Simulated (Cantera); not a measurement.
A perfectly stirred reactor is fed with C₂H₆ : H₂ = 1 : 44 (molar parts), at 0.728 Torr; it is held at 1575 K, and followed from long to short residence time.

Computed with Cantera and GRI-Mech 3.0 (53 species, 325 reactions). GRI-Mech 3.0 stops at C3 and has no aromatics, soot or wall deposition, so with more carbon than oxygen in the feed, carbon stays in small species such as C2H2 where larger ones or solid carbon would form. Radical loss at walls, strong at low pressure, is not modelled.

x: mole fraction; the columns are a selection and need not sum to one.

| τ (s) | x C₂H₆ | x H₂ | x C₂H | x CH₃ | x C₂H₄ |
|---|---|---|---|---|---|
| 3.7 | 3.35e-5 | 0.967 | … | 0.000685 | 0.000183 |
| 1.2 | 9.24e-5 | 0.965 | … | 0.000932 | 0.000407 |
| 0.38 | 0.000264 | 0.963 | … | 0.00118 | 0.000917 |
| 0.12 | 0.000764 | 0.962 | … | 0.00144 | 0.00198 |
| 0.039 | 0.00215 | 0.963 | … | 0.00176 | 0.00349 |
| 0.012 | 0.00618 | 0.966 | … | 0.00214 | 0.00443 |
| 0.0039 | 0.0140 | 0.972 | 6.34e-10 | 0.00190 | 0.00298 |
| 0.0013 | 0.0200 | 0.976 | 8.92e-12 | 0.000957 | 0.000732 |
| 0.00040 | 0.0218 | 0.977 | <1e-12 | 0.000417 | 4.64e-5 |
| 0.00013 | 0.0221 | 0.978 | <1e-12 | 0.000172 | 1.33e-6 |

Q: Fill in the missing entries.

A: 
- 3.7, x C₂H: 6.22e-8
- 1.2, x C₂H: 5.71e-8
- 0.38, x C₂H: 5.02e-8
- 0.12, x C₂H: 3.94e-8
- 0.039, x C₂H: 2.37e-8
- 0.012, x C₂H: 7.22e-9
